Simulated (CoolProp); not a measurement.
Values from CoolProp's reference Helmholtz-energy equation of state, Jacobsen 1992.

Q: For R11, give the phase and the Joule-Thomson coefficient (K/MPa), isothermal compressibility (1/MPa), conductivity (mW/(m K)), fugacity coefficient at 87.25 °C and 189 bar; 226.85 °C and 189 bar.

A: 
- 87.25 °C and 189 bar: liquid; Joule-Thomson coefficient -0.342, isothermal compressibility 0.00234, conductivity 78.9, fugacity coefficient 0.0542
- 226.85 °C and 189 bar: supercritical; Joule-Thomson coefficient 0.383, isothermal compressibility 0.0109, conductivity 52.7, fugacity coefficient 0.327

Thermal conductivity comes from a separate model (McLinden 2000), an estimate that may be off by 10 % or more.
